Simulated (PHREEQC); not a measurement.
Consider water at 25 °C with 0.0011 mol/kgw CaSO4, 0.0016 mol/kgw NaF and 8.1e-05 mol/kgw KCl. Closed to the air; pH follows from the charge balance.

Computed with PHREEQC (ion-association model, phreeqc.dat).

| quantity | before | after |
|---|---|---|
| pH | 7.24 | 7.04 |
| ionic strength (mol/kgw) | 0.00569 | 0.000601 |
| Ca+2 (mol/kgw) | 0.00101 | 0.000108 |
| SO4-2 (mol/kgw) | 0.000999 | 0.000108 |
| CaSO4 (mol/kgw) | 9.51e-5 | 1.67e-6 |
| NaSO4- (mol/kgw) | 5.81e-6 | 7.76e-8 |
| SI of Gypsum (CaSO4:2H2O) | -1.69 | -3.45 |
| SI of Fluorite (CaF2) | +1.80 | -1.03 |

**Question.** Which change was made?
(A) diluted 10-fold with water
(B) diluted 2-fold with water
(C) NaF replaced by NaHF2 at the same molality
(D) KCl from 8.1e-05 to 8.91e-05 mol/kgw

**Answer.** A, diluted 10-fold with water

No solid was allowed to form. Some of these states are supersaturated (in Fluorite, for instance).
